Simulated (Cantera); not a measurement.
# Thermodynamics of aluminium nitride and oxide growth, feed Al + N2O + H2

Feed: 1 mol Al, 17 mol N2O, 1.9 mol H2, at 46.0 Pa.

Equilibrium computed with Cantera from the NASA thermochemical tables; the gas is ideal and each condensed phase is pure. Candidate condensed phases: Al, AlN, Al2O3, H2O; 35 gas species. Kinetics and transport are ignored.

| T (K) | log p N2 | log p O2 | log p H2O | log p O | log p OH | log p NO | log p H | n Al2O3(s) |
|---|---|---|---|---|---|---|---|---|
| 1198 | -3.52 | -3.91 | -4.47 | -9.58 | -8.08 | -7.04 | -11.93 | 0.500 |
| 1298 | -3.52 | -3.92 | -4.47 | -8.73 | -7.53 | -6.73 | -10.76 | 0.500 |
| 1398 | -3.52 | -3.92 | -4.47 | -8.00 | -7.06 | -6.47 | -9.76 | 0.500 |
| 1498 | -3.52 | -3.92 | -4.47 | -7.36 | -6.66 | -6.24 | -8.89 | 0.500 |
| 1598 | -3.52 | -3.92 | -4.47 | -6.81 | -6.30 | -6.04 | -8.12 | 0.500 |
| 1698 | -3.52 | -3.92 | -4.48 | -6.32 | -5.99 | -5.87 | -7.45 | 0.500 |
| 1798 | -3.52 | -3.92 | -4.49 | -5.88 | -5.72 | -5.71 | -6.85 | 0.500 |
| 1898 | -3.52 | -3.93 | -4.50 | -5.50 | -5.48 | -5.58 | -6.32 | 0.500 |
| 1998 | -3.53 | -3.94 | -4.53 | -5.15 | -5.28 | -5.46 | -5.85 | 0.500 |
| 2098 | -3.53 | -3.96 | -4.59 | -4.84 | -5.11 | -5.36 | -5.43 | 0.500 |
log p: log10 of the partial pressure in bar; n: condensed amount in mol.

From 1198 K to 2098 K the condensed part is Al2O3(s).
